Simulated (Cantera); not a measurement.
Feed: 1 mol SO2, 0.072 mol H2, 18 mol N2, equilibrated at 2073 K and 1.88 Torr.

These are equilibrium values from Cantera (NASA tables, ideal gas, pure condensed phases), not measurements of a reactor. Candidate condensed phases: H2O, H2SO4, S; 35 gas species. Kinetics and transport are ignored.

Base state: N2 0.940, SO2 0.0452, SO 0.00671, H2O 0.00226, O2 0.00144, H 0.00127, O 0.000871, NO 0.000839 (mole fractions); condensed: gas only.

What changes in the equilibrium state with this change: pressure from 1.88 Torr to 75.0 Torr?


| species | before | after |
|---|---|---|
| N2 | 0.940 | 0.943 |
| SO2 | 0.0452 | 0.0486 |
| SO | 0.00671 | 0.00362 |
| O | 0.000871 | 4.34e-5 |
| O2 | 0.00144 | 0.000142 |
| H | 0.00127 | 0.000170 |
| OH | 0.000558 | 0.000148 |
| S | 0.000317 | 8.59e-5 |
